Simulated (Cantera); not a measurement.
Input: 1 mol CH₂F₂, 0.65 mol Si, held at 925 °C and 28.0 Pa.

Method: chemical equilibrium by Gibbs-energy minimisation in Cantera with the NASA 1993 tables (ideal gas, pure condensed phases). Candidate condensed phases: C, C₆H₆, C₇H₈, C₈H₁₈, Si, SiC; 113 gas species. The tables' values for SiF₃, SiF₂ are old estimates; treat these amounts as uncertain. Rates play no part.

Base state: H₂ 0.661, SiF₄ 0.326, HF 0.00654, SiF₃ 0.00496, SiHF₃ 0.00106, SiF₂ 8.31e-5 (mole fractions); condensed: C(graphite) + SiC(s).

Task: What changes in the equilibrium state with this change: pressure from 28.0 Pa to 0.270 bar?

Result: 
| species | before | after |
|---|---|---|
| H₂ | 0.661 | 0.661 |
| SiF₄ | 0.326 | 0.329 |
| SiHF₃ | 0.00106 | 0.00595 |
| HF | 0.00654 | 0.00118 |
| SiF₃ | 0.00496 | 0.000895 |
| CH₄ | 1.96e-6 | 0.00189 |
| SiH₂F₂ | 1.70e-6 | 5.30e-5 |
| SiF₂ | 8.31e-5 | 2.69e-6 |
| C(graphite), mol | 0.850 | 0.849 |
| SiC(s), mol | 0.150 | 0.148 |
The tables' values for SiF₃ are old estimates; treat these amounts as uncertain.
